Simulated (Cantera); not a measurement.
**Ignition delay**

Mixture: 18.2 % CO, 1.11 % H₂, 0.564 % CH₄, 16.8 % O₂, 63.3 % N₂, equivalence ratio 0.64, at 4.93 atm, adiabatic and at constant pressure. Ignition delay is the time to a rise of 400 K.

Model: GRI-Mech 3.0 (53 species, 325 reactions), integrated in Cantera. Below about 1000 K GRI-Mech 3.0 lacks low-temperature oxidation paths. Below about 950 K walls govern HO2 and H2O2 in real vessels. Where the delays flatten at high temperature, the 400 K rule measures the pace of heat release, not the induction time.

| T0 (K) | delay (ms) |
|---|---|
| 925 | 41.9 |
| 1000 | 5.13 |
| 1075 | 0.847 |
| 1150 | 0.201 |
| 1225 | 0.0731 |
| 1300 | 0.0386 |
| 1375 | 0.0256 |
| 1450 | 0.0194 |
| 1525 | 0.0158 |
